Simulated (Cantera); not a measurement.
## Reactions in the system C-Na-O-S

Standard-state values (1 bar) from the NASA 1993 polynomials, evaluated with Cantera. Values are per mole of reaction as written; species without (g) are pure solids or liquids, kept so even where they would boil at 1 bar.

2 Na + 2 SO3(g) → SO2(g) + Na2SO4

```tsv
T (K)	ΔH° (kJ)	ΔS° (J/K)	ΔG° (kJ)	log10 K	condensed phases
948	-869.6	-183.5	-695.7	38.33	Na(l), Na2SO4(s)
998	-867.4	-181.2	-686.6	35.93	Na(l), Na2SO4(s)
1048	-865.1	-178.9	-677.6	33.77	Na(l), Na2SO4(s)
1098	-862.6	-176.6	-668.7	31.81	Na(l), Na2SO4(s)
1148	-860.1	-174.4	-659.9	30.02	Na(l), Na2SO4(s)
1198	-834.1	-152.0	-652.1	28.43	Na(l), Na2SO4(l)
1248	-832.2	-150.4	-644.5	26.97	Na(l), Na2SO4(l)
1298	-830.4	-149.0	-637.0	25.63	Na(l), Na2SO4(l)
1348	-828.6	-147.6	-629.6	24.40	Na(l), Na2SO4(l)
1398	-826.9	-146.4	-622.2	23.25	Na(l), Na2SO4(l)
1448	-825.2	-145.2	-615.0	22.18	Na(l), Na2SO4(l)
```

2 Na2CO3 → 2 C + 4 Na(g) + 3 O2(g)

| T (K) | ΔH° (kJ) | ΔS° (J/K) | ΔG° (kJ) | log10 K | condensed phases |
|---|---|---|---|---|---|
| 948 | 2631.4 | 867.9 | 1808.6 | -99.65 | Na2CO3(s), C(graphite) |
| 998 | 2625.3 | 861.7 | 1765.4 | -92.40 | Na2CO3(s), C(graphite) |
| 1048 | 2618.7 | 855.2 | 1722.5 | -85.85 | Na2CO3(s), C(graphite) |
| 1098 | 2611.5 | 848.5 | 1679.8 | -79.91 | Na2CO3(s), C(graphite) |
| 1148 | 2544.7 | 789.0 | 1638.9 | -74.57 | Na2CO3(l), C(graphite) |
| 1198 | 2537.5 | 782.8 | 1599.6 | -69.74 | Na2CO3(l), C(graphite) |
| 1248 | 2530.3 | 777.0 | 1560.6 | -65.32 | Na2CO3(l), C(graphite) |
| 1298 | 2523.2 | 771.4 | 1521.9 | -61.24 | Na2CO3(l), C(graphite) |
| 1348 | 2516.1 | 766.0 | 1483.5 | -57.48 | Na2CO3(l), C(graphite) |
| 1398 | 2509.1 | 760.9 | 1445.3 | -54.00 | Na2CO3(l), C(graphite) |
| 1448 | 2502.1 | 756.0 | 1407.4 | -50.77 | Na2CO3(l), C(graphite) |

Na2CO3 + CO(g) → 2 Na(g) + 2 CO2(g)

```csv
T (K),ΔH° (kJ),ΔS° (J/K),ΔG° (kJ),log10 K,condensed phases
948,638.4,348.1,308.4,-16.99,Na2CO3(s)
998,635.4,345.0,291.1,-15.23,Na2CO3(s)
1048,632.2,341.9,273.9,-13.65,Na2CO3(s)
1098,628.7,338.6,256.9,-12.22,Na2CO3(s)
1148,595.4,308.9,240.7,-10.95,Na2CO3(l)
1198,591.9,306.0,225.3,-9.82,Na2CO3(l)
1248,588.4,303.1,210.1,-8.79,Na2CO3(l)
1298,584.9,300.4,195.0,-7.85,Na2CO3(l)
1348,581.5,297.8,180.1,-6.98,Na2CO3(l)
1398,578.1,295.4,165.2,-6.17,Na2CO3(l)
1448,574.8,293.0,150.5,-5.43,Na2CO3(l)
```

2 Na2S → 4 Na(g) + S2(g)

```tsv
T (K)	ΔH° (kJ)	ΔS° (J/K)	ΔG° (kJ)	log10 K	condensed phases
948	1253.1	586.9	696.7	-38.39	Na2S(s)
998	1249.9	583.6	667.4	-34.93	Na2S(s)
1048	1246.5	580.3	638.3	-31.82	Na2S(s)
1098	1242.3	576.4	609.4	-28.99	Na2S(s)
1148	1236.3	571.1	580.7	-26.42	Na2S(s)
1198	1228.0	564.0	552.3	-24.08	Na2S(s)
1248	1216.6	554.7	524.4	-21.95	Na2S(s)
1298	1202.6	543.7	496.9	-19.99	Na2S(s)
1348	1192.9	536.4	469.9	-18.21	Na2S(s)
1398	1186.6	531.8	443.2	-16.56	Na2S(s)
1448	1140.2	499.7	416.6	-15.03	Na2S(l)
```
